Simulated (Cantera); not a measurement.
An adiabatic, constant-volume homogeneous reactor starts with CH4 : C2H6 : C3H8 : O2 : N2 = 1 : 0.16 : 1.1 : 16.4 : 61.8 (molar parts), equivalence ratio 0.49, at 1800 K and 1.01 bar.

Detailed kinetics in Cantera: GRI-Mech 3.0 (53 species, 325 reactions). GRI-Mech 3.0 was tuned for natural gas; its chemistry of propane as a main component is partial and can be far from experiment.

x: mole fraction; the columns are a selection and need not sum to one.

| t (s) | T (K) | P (bar) | x CH4 | x C2H6 | x C3H8 | x H2O2 | x H | x CO2 |
|---|---|---|---|---|---|---|---|---|
| 5.00e-6 | 1778 | 1.01 | 0.0115 | 0.00147 | 0.00719 | 4.90e-6 | 0.000297 | 0.000133 |
| 1.45e-5 | 2369 | 1.41 | (withheld) | 3.67e-10 | <1e-12 | (withheld) | (withheld) | (withheld) |
| 4.19e-5 | 2509 | 1.49 | <1e-12 | <1e-12 | <1e-12 | 1.46e-7 | 0.00883 | 0.0343 |
| 0.000121 | 2687 | 1.57 | <1e-12 | <1e-12 | <1e-12 | (withheld) | (withheld) | 0.0397 |
| 0.000352 | 2747 | 1.60 | <1e-12 | <1e-12 | <1e-12 | 3.09e-7 | 0.00306 | 0.0422 |
| 0.00102 | 2739 | 1.60 | <1e-12 | <1e-12 | <1e-12 | 3.02e-7 | 0.00293 | 0.0425 |
| 0.00295 | 2728 | 1.59 | <1e-12 | <1e-12 | <1e-12 | 2.92e-7 | 0.00279 | 0.0428 |
| 0.00853 | 2725 | 1.59 | <1e-12 | <1e-12 | <1e-12 | 2.90e-7 | 0.00275 | 0.0429 |
| 0.0247 | 2725 | 1.59 | <1e-12 | <1e-12 | <1e-12 | 2.90e-7 | 0.00274 | 0.0429 |
| 0.0716 | 2725 | 1.59 | <1e-12 | <1e-12 | <1e-12 | 2.90e-7 | 0.00274 | 0.0429 |
| 0.207 | 2725 | 1.59 | <1e-12 | <1e-12 | <1e-12 | 2.90e-7 | 0.00274 | 0.0429 |
| 0.600 | 2725 | 1.59 | <1e-12 | <1e-12 | <1e-12 | 2.90e-7 | 0.00274 | 0.0429 |

### Question
Some entries are withheld; supply them.

### Answer

- 1.45e-5, x CH4: 4.70e-5
- 1.45e-5, x H2O2: 2.26e-7
- 1.45e-5, x H: 0.00666
- 1.45e-5, x CO2: 0.00733
- 0.000121, x H2O2: 2.21e-7
- 0.000121, x H: 0.00430
